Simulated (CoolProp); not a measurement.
Vapour-liquid equilibrium of methane (1) + ethane (2) at 157.7 K; x and y are mole fractions of (1).

Model: multi-fluid Helmholtz-energy mixture model, Setzmann 1991 and Bücker 2006; pair parameters Kunz 2012, in CoolProp.

```tsv
x	bubble pressure (MPa)	y at the bubble point	dew pressure at overall composition x (MPa)	liquid density (mol/L)
0.05	0.1026	0.827	0.01894	19.37
0.2	0.3395	0.951	0.02249	19.97
0.35	0.5541	0.972	0.02766	20.55
0.5	0.7524	0.982	0.03592	21.07
0.65	0.9425	0.988	0.05118	21.49
0.8	1.137	0.993	0.08893	21.71
0.95	1.360	0.998	0.3348	21.52
```

No azeotrope shows between x = 0.05 and 0.95.

The pair parameters rest on a limited set of measurements; away from them the model extrapolates. The gap from Raoult's law changes sign with composition, which may be real or a fault of the pair parameters; it wasn't checked against measurements.
